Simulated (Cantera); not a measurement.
Input (Python, Cantera) and output of one run.

```python
import numpy as np
import cantera as ct

gas_names = """
    C CH CH2 CH3 CH2OH CH3O CH4 CH3OH CO CO2 COOH C2 C2H CHCO,ketyl C2H2,acetylene C2H2,vinylidene
    CH2CO,ketene C2H3,vinyl CH3CO,acetyl C2H4 C2H4O,ethylen CH3CHO,ethanal CH3COOH (HCOOH)2 C2H5 C2H6
    CH3OCH3 C2H5OH C2O C3 C3H3,propargyl C3H4,allene C3H4,propyne C3H4,cyclo- C3H5,allyl C3H6,propylene
    C3H6,cyclo- C3H6O C3H7,n-propyl C3H7,i-propyl C3H8 C3H8O,1propanol C3H8O,2propanol C3O2 C4 C4H2
    C4H4,1,3-cyclo- C4H6,butadiene C4H6,2-butyne C4H6,cyclo- C4H8,1-butene C4H8,cis2-buten
    C4H8,tr2-butene C4H8,isobutene C4H8,cyclo- (CH3COOH)2 C4H9,n-butyl C4H9,i-butyl C4H9,s-butyl
    C4H9,t-butyl C4H10,isobutane C4H10,n-butane C5 C5H6,1,3cyclo- C5H8,cyclo- C5H10,1-pentene
    C5H10,cyclo- C5H11,pentyl C5H11,t-pentyl C5H12,n-pentane C5H12,i-pentane CH3C(CH3)2CH3 C6H2
    C6H5,phenyl C6H5O,phenoxy C6H6 C6H5OH,phenol C6H10,cyclo- C6H12,1-hexene C6H12,cyclo- C6H13,n-hexyl
    C7H7,benzyl C7H8 C7H8O,cresol C7H14,1-heptene C7H15,n-heptyl C7H16,n-heptane C8H8,styrene
    C8H10,ethylbenz C8H16,1-octene C8H17,n-octyl C8H18,isooctane C8H18,n-octane C9H19,n-nonyl
    C10H8,naphthale C10H21,n-decyl C12H9,o-bipheny C12H10,bipheny H HCO HO2 H2 HCHO,formaldehy HCOOH H2O
    H2O2 Mg MgH MgO MgOH MgO2H2 Mg2 O OH O2 O3
""".split()
cond_names = """
    C(gr) C6H6(L) C7H8(L) C8H18(L),n-octa H2O(s) H2O(L) Mg(cr) Mg(L) MgCO3(s) MgO(s) MgO(L) MgO2H2(s)
""".split()


def load(file, names, dense=False):
    # The tables refer to 1 bar. Condensed volumes are neglected.
    table = {s.name: s for s in ct.Species.list_from_file(file)}
    out = []
    for n in names:
        d = dict(table[n].input_data)
        d["thermo"] = dict(d["thermo"], **{"reference-pressure": 1e5})
        if dense:
            d["equation-of-state"] = {"model": "constant-volume", "density": "1e6 g/cm^3"}
        out.append(ct.Species.from_dict(d))
    return out


gas = ct.Solution(thermo="ideal-gas", species=load("nasa_gas.yaml", gas_names))
cond = {s.name: ct.Solution(thermo="fixed-stoichiometry", species=[s], name=s.name)
        for s in load("nasa_condensed.yaml", cond_names, dense=True)}
atoms = {
    'MgCO3': {'Mg': 1, 'C': 1, 'O': 3},
    'H2O': {'H': 2, 'O': 1},
    'CO2': {'C': 1, 'O': 2},
}
top_T = {'C(gr)': 4500}  # K; cautious upper limits of use, not melting points


def equilibrate(T, P, feed):
    n = {}
    for name, mol in feed.items():
        for a, k in atoms[name].items():
            n[a] = n.get(a, 0.0) + k * mol
    gas.TPX = T, P, n
    mass = sum(n.values()) * gas.mean_molecular_weight
    gas.equilibrate("TP")
    valid = [c for c in cond.values() if c.min_temp <= T <= top_T.get(c.name, c.max_temp)]
    mix = ct.Mixture([(gas, mass / gas.mean_molecular_weight)] + [(c, 0.0) for c in valid])
    mix.T, mix.P = T, P
    mix.equilibrate("TP", solver="vcs", rtol=1e-11, max_steps=5000)
    return mix


results = []
feed = {'MgCO3': 1, 'H2O': 6.1, 'CO2': 5.2}  # mol
P = 260  # Pa
for T in [575, 650, 725, 800, 875, 950, 1025, 1100, 1175, 1250, 1325, 1400, 1475, 1550]:
    mix = equilibrate(T, P, feed)
    results.append((T, P, feed, dict(zip(mix.species_names, mix.species_moles))))
    x = sorted(zip(gas.X, gas.species_names), reverse=True)
    print(f"T = {T:g} K  P = {P:g} Pa  gas = {mix.phase_moles(0):.4g} mol")
    print("   x: " + "  ".join(f"{s} {v:.3e}" for v, s in x if v > 1e-05))
    print("   condensed (mol): " + ("  ".join(f"{mix.phase(i).name} {mix.phase_moles(i):.4g}"
          for i in range(1, mix.n_phases) if mix.phase_moles(i) > 1e-12) or "none"))
```

Output:

```
T = 575 K  P = 260 Pa  gas = 12.3 mol
   x: CO2 5.041e-01  H2O 4.959e-01
   condensed (mol): MgO(s) 1
T = 650 K  P = 260 Pa  gas = 12.3 mol
   x: CO2 5.041e-01  H2O 4.959e-01
   condensed (mol): MgO(s) 1
T = 725 K  P = 260 Pa  gas = 12.3 mol
   x: CO2 5.041e-01  H2O 4.959e-01
   condensed (mol): MgO(s) 1
T = 800 K  P = 260 Pa  gas = 12.3 mol
   x: CO2 5.041e-01  H2O 4.959e-01
   condensed (mol): MgO(s) 1
T = 875 K  P = 260 Pa  gas = 12.3 mol
   x: CO2 5.041e-01  H2O 4.959e-01
   condensed (mol): MgO(s) 1
T = 950 K  P = 260 Pa  gas = 12.3 mol
   x: CO2 5.041e-01  H2O 4.959e-01
   condensed (mol): MgO(s) 1
T = 1025 K  P = 260 Pa  gas = 12.3 mol
   x: CO2 5.041e-01  H2O 4.959e-01
   condensed (mol): MgO(s) 1
T = 1100 K  P = 260 Pa  gas = 12.3 mol
   x: CO2 5.041e-01  H2O 4.959e-01
   condensed (mol): MgO(s) 1
T = 1175 K  P = 260 Pa  gas = 12.3 mol
   x: CO2 5.040e-01  H2O 4.959e-01  CO 2.181e-05  O2 1.879e-05  H2 1.677e-05
   condensed (mol): MgO(s) 1
T = 1250 K  P = 260 Pa  gas = 12.3 mol
   x: CO2 5.040e-01  H2O 4.959e-01  CO 7.119e-05  O2 5.617e-05  H2 4.476e-05
   condensed (mol): MgO(s) 1
T = 1325 K  P = 260 Pa  gas = 12.3 mol
   x: CO2 5.038e-01  H2O 4.957e-01  CO 2.023e-04  O2 1.490e-04  H2 1.068e-04  OH 2.244e-05
   condensed (mol): MgO(s) 1
T = 1400 K  P = 260 Pa  gas = 12.3 mol
   x: CO2 5.034e-01  H2O 4.955e-01  CO 5.124e-04  O2 3.571e-04  H2 2.323e-04  OH 6.162e-05
   condensed (mol): MgO(s) 1
T = 1475 K  P = 260 Pa  gas = 12.31 mol
   x: CO2 5.025e-01  H2O 4.950e-01  CO 1.177e-03  O2 7.841e-04  H2 4.668e-04  OH 1.527e-04
   condensed (mol): MgO(s) 1
T = 1550 K  P = 260 Pa  gas = 12.32 mol
   x: CO2 5.007e-01  H2O 4.940e-01  CO 2.485e-03  O2 1.596e-03  H2 8.766e-04  OH 3.464e-04  H 1.829e-05
   condensed (mol): MgO(s) 1
```

Cantera equilibrium calculation (NASA polynomials, part measured and part estimated; ideal gas, pure solids and liquids).
